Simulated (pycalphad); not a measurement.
CALPHAD calculation (pycalphad, COST 507 light-alloy database (1999)), 1 atm. The database dates from 1999; later assessments differ in places, in temperatures and in the compounds included. Amounts are mole fractions of atoms.

### Question
Give the equilibrium state of Al-71.2Mg-14Si (at.%) at 625 K.

### Answer
MG2SI, fraction 0.420, with 66.7 Mg, 33.3 Si at.%; ALMG_GAMMA, fraction 0.312, with 59.3 Mg, no Si at.%; hcp, fraction 0.268, with 92.1 Mg, <0.01 Si at.%.

### Question
Give the equilibrium state of Al-71.2Mg-14Si (at.%) at 875 K.

### Answer
liquid, fraction 0.603, with 74.2 Mg, 1.3 Si at.%; MG2SI, fraction 0.397, with 66.7 Mg, 33.3 Si at.%.

Database names, with the compositions (at.%) that they take in these runs: MG2SI: Mg 67 Si 33; ALMG_GAMMA: Mg 59 Al 40. An entry "none" or "no" means that the model of the phase leaves that element out.
